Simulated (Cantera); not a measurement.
An isothermal, constant-pressure homogeneous reactor starts with H2 : O2 : N2 = 0.58 : 1 : 1.8 (molar parts), equivalence ratio 0.29, at 800 K and 105 Torr. Integrator tolerance rtol = 1e-08.

Computed with Cantera and the H2/O2 subset of GRI-Mech 3.0, which has no nitrogen chemistry. Radical loss at walls, strong at low pressure, is not modelled. Below about 950 K walls govern HO2 and H2O2 in real vessels. The temperature is held fixed by assumption; the heat of reaction is taken as removed at once.

```json
[
 {"quantity": "x(H2) at 80.0 s", "before": "0.0850 (gas-phase equilibrium <1e-12)", "after": "9.81e-11 (gas-phase equilibrium 8.67e-11)"},
 {"quantity": "x(O2) at 80.0 s", "before": "0.262 (gas-phase equilibrium 0.230)", "after": "0.230 (gas-phase equilibrium 0.230)"},
 {"quantity": "x(HO2) at 80.0 s", "before": "1.06e-5 (gas-phase equilibrium 1.53e-11)", "after": "7.36e-10 (gas-phase equilibrium 8.08e-10)"},
 {"quantity": "x(OH) at 80.0 s", "before": "3.61e-9 (gas-phase equilibrium 2.00e-9)", "after": "2.89e-7 (gas-phase equilibrium 2.54e-7)"},
 {"quantity": "x(H) at 80.0 s", "before": "2.07e-8 (gas-phase equilibrium <1e-12)", "after": "<1e-12 (gas-phase equilibrium <1e-12)"},
 {"quantity": "x(O) at 80.0 s", "before": "7.19e-9 (gas-phase equilibrium <1e-12)", "after": "2.47e-10 (gas-phase equilibrium 1.91e-10)"},
 {"quantity": "x(H2O2) at 80.0 s", "before": "0.000862 (gas-phase equilibrium 3.90e-12)", "after": "1.18e-10 (gas-phase equilibrium 9.24e-11)"}
]
```

### Question
Name the change that produced these shifts.
(A) temperature 800 to 998 K
(B) pressure from 105 Torr to 0.830 bar
(C) pressure from 105 Torr to 0.390 bar
(D) H2 0.58 to 0.076 parts

### Answer
A, temperature 800 to 998 K
